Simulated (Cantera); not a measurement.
Input: 1 mol TiCl4, 0.5 mol O2, at 1098.15 K and 35.0 mbar.

Equilibrium computed with Cantera from the NASA thermochemical tables; the gas is ideal and each condensed phase is pure. Candidate condensed phases: Ti, TiCl2, TiCl3, TiCl4, TiO, TiO2, Ti2O3, Ti3O5, Ti4O7; 15 gas species. Condensed phases not in the tables: TiOCl. The numbers say what is thermodynamically allowed, not how fast it happens.

Base state: Cl2 0.661, TiCl4 0.332, Cl 0.00644 (mole fractions); condensed: TiO2(rutile).

Question: What changes in the equilibrium state with this change: temperature from 1098.15 K to 1125 K?

Answer: 
```tsv
species	before	after
Cl2	0.661	0.659
TiCl4	0.332	0.332
Cl	0.00644	0.00890
TiO2(rutile), mol	0.500	0.500
```
